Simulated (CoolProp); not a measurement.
A Linde-Hampson liquefier for methane: isothermal reversible compression at 290 K from 1 atm to 30 MPa, throttling to 1 atm, return gas leaving the recuperator 10 K below the feed. Each further row changes one setting.

Computed with CoolProp (reference Helmholtz-energy equation of state, Setzmann 1991).

| case | liquid yield per pass | compression work (kJ/kg of gas) |
|---|---|---|
| as stated | 0.237 | 798 |
| high pressure 60 MPa | 0.242 | 912 |
| warm-end temperature 320 K | 0.180 | 903 |
| warm-end gap 15 K | 0.227 | 798 |
